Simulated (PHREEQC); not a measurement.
Dissolve 0.1 mol HF, 0.11 mol H2SiF6 and 0.00049 mol H2SO4 per kg of water at 25 °C. Closed to the air; pH follows from the charge balance.

Equilibrium calculation in PHREEQC: ion-association model, wateq4f.dat.

```yaml
pH: 0.76
ionic_strength: 0.331 mol/kgw
activity_of_water: 0.993
total_alkalinity: -761 meq/kg
```

| species | molality | activity | log γ |
|---|---|---|---|
| H+ | 0.221 | 0.172 | -0.109 |
| SiF6-2 | 0.110 | 0.0274 | -0.604 |
| HF | 0.0710 | 0.0766 | 0.033 |
| H2F2 | 0.0142 | 0.0153 | 0.033 |
| F- | 0.000445 | 0.000297 | -0.177 |
| HSO4- | 0.000418 | 0.000290 | -0.159 |
| HF2- | 0.000131 | 8.72e-5 | -0.177 |
| SO4-2 | 7.18e-5 | 1.73e-5 | -0.617 |
| H4SiO4 | 2.72e-8 | 2.94e-8 | 0.033 |

No solid was allowed to form. SiF6-2 is the database's only silicon fluoride.
